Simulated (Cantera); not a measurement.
An isothermal plug-flow reactor at 825 K and 2.70 bar (inlet), inlet velocity 0.85 m/s, active area per volume 270 1/m; feed CO : O2 : N2 = 0.0028 : 0.15 : 0.79 (molar parts).

Model: Deutschmann's 1995 Pt surface mechanism with GRI-Mech 3.0 gas chemistry, integrated in Cantera. Catalytic surfaces can have several steady states; this one follows from the mechanism file's or the stated starting coverage. Mass transfer to the wall is taken as infinitely fast.

Question: What does this change do: area per volume 270 to 180 1/m?

Answer: 
```csv
quantity,before,after
x(CO) at z = 0.01 m,0.00117,0.00156
x(O2) at z = 0.01 m,0.158,0.159
x(H2O) at z = 0.01 m,<1e-12,<1e-12
x(CO2) at z = 0.01 m,0.00180,0.00141
θ(free Pt) at the exit,0.0288,0.0295
θ(O*) at the exit,0.971,0.970
```

Question: What does this change do: inlet velocity 0.85 to 0.2 m/s?

Answer: 
```tsv
quantity	before	after
x(CO) at z = 0.01 m	0.00117	8.98e-5
x(O2) at z = 0.01 m	0.158	0.158
x(H2O) at z = 0.01 m	<1e-12	<1e-12
x(CO2) at z = 0.01 m	0.00180	0.00288
θ(free Pt) at the exit	0.0288	0.0272
θ(O*) at the exit	0.971	0.973
```
